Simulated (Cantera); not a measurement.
Input (Python, Cantera) and output of one run.

```python
import numpy as np
import cantera as ct

gas_names = [...]  # 136 gases of nasa_gas.yaml made of C, H, N, O
cond_names = """
    C(gr) C6H6(L) C7H8(L) C8H18(L),n-octa H2O(s) H2O(L)
""".split()


# ... load() reads the species with a 1 bar reference pressure and builds the phases ...
atoms = {
    'toluene': {'C': 7, 'H': 8},
    'NH3': {'N': 1, 'H': 3},
    'H2': {'H': 2},
    'H2O': {'H': 2, 'O': 1},
}
top_T = {'C(gr)': 4500}  # K; cautious upper limits of use, not melting points


# ... equilibrate(T, P, feed) seeds the gas with the atoms and calls Mixture.equilibrate('TP', solver="vcs", rtol=1e-11, max_steps=5000) ...
results = []
feed = {'toluene': 1, 'NH3': 0.6, 'H2': 0.53, 'H2O': 4.2}  # mol
P = 133.322  # Pa
for T in [1498, 1598, 1698, 1798, 1898, 1998, 2098, 2198, 2298, 2398]:
    mix = equilibrate(T, P, feed)
    results.append((T, P, feed, dict(zip(mix.species_names, mix.species_moles))))
    x = sorted(zip(gas.X, gas.species_names), reverse=True)
    print(f"T = {T:g} K  P = {P:g} Pa  gas = {mix.phase_moles(0):.4g} mol")
    print("   x: " + "  ".join(f"{s} {v:.3e}" for v, s in x if v > 1e-05))
    print("   condensed (mol): " + ("  ".join(f"{mix.phase(i).name} {mix.phase_moles(i):.4g}"
          for i in range(1, mix.n_phases) if mix.phase_moles(i) > 1e-12) or "none"))
```

Output:

```
T = 1498 K  P = 133.322 Pa  gas = 14.13 mol
   x: H2 6.811e-01  CO 2.972e-01  N2 2.116e-02  H 3.884e-04  HCN 1.251e-04
   condensed (mol): C(gr) 2.798
T = 1598 K  P = 133.322 Pa  gas = 14.14 mol
   x: H2 6.804e-01  CO 2.971e-01  N2 2.109e-02  H 1.202e-03  HCN 2.422e-04  C2H2,acetylene 1.833e-05
   condensed (mol): C(gr) 2.796
T = 1698 K  P = 133.322 Pa  gas = 14.15 mol
   x: H2 6.785e-01  CO 2.968e-01  N2 2.097e-02  H 3.262e-03  HCN 4.322e-04  C2H2,acetylene 4.889e-05  HNC 1.286e-05
   condensed (mol): C(gr) 2.792
T = 1798 K  P = 133.322 Pa  gas = 14.19 mol
   x: H2 6.744e-01  CO 2.961e-01  N2 2.077e-02  H 7.919e-03  HCN 7.197e-04  C2H2,acetylene 1.163e-04  HNC 2.719e-05
   condensed (mol): C(gr) 2.786
T = 1898 K  P = 133.322 Pa  gas = 14.25 mol
   x: H2 6.660e-01  CO 2.946e-01  N2 2.046e-02  H 1.747e-02  HCN 1.127e-03  C2H2,acetylene 2.506e-04  HNC 5.269e-05
   condensed (mol): C(gr) 2.776
T = 1998 K  P = 133.322 Pa  gas = 14.38 mol
   x: H2 6.504e-01  CO 2.920e-01  H 3.543e-02  N2 1.997e-02  HCN 1.667e-03  C2H2,acetylene 4.930e-04  HNC 9.441e-05
   condensed (mol): C(gr) 2.76
T = 2098 K  P = 133.322 Pa  gas = 14.62 mol
   x: H2 6.234e-01  CO 2.873e-01  H 6.655e-02  N2 1.928e-02  HCN 2.334e-03  C2H2,acetylene 8.898e-04  HNC 1.571e-04
   condensed (mol): C(gr) 2.737
T = 2198 K  P = 133.322 Pa  gas = 15 mol
   x: H2 5.807e-01  CO 2.800e-01  H 1.162e-01  N2 1.832e-02  HCN 3.088e-03  C2H2,acetylene 1.472e-03  HNC 2.432e-04  CN 2.192e-05  C2H 1.015e-05
   condensed (mol): C(gr) 2.705
T = 2298 K  P = 133.322 Pa  gas = 15.6 mol
   x: H2 5.184e-01  CO 2.692e-01  H 1.889e-01  N2 1.710e-02  HCN 3.845e-03  C2H2,acetylene 2.218e-03  HNC 3.494e-04  CN 5.936e-05  C2H 3.631e-05  C3 1.209e-05
   condensed (mol): C(gr) 2.662
T = 2398 K  P = 133.322 Pa  gas = 16.48 mol
   x: H2 4.362e-01  H 2.850e-01  CO 2.548e-01  N2 1.565e-02  HCN 4.484e-03  C2H2,acetylene 3.013e-03  HNC 4.646e-04  CN 1.459e-04  C2H 1.128e-04  C3 7.111e-05  C 2.892e-05
   condensed (mol): C(gr) 2.608
```

Method: chemical equilibrium by Gibbs-energy minimisation in Cantera with the NASA 1993 tables (ideal gas, pure condensed phases).
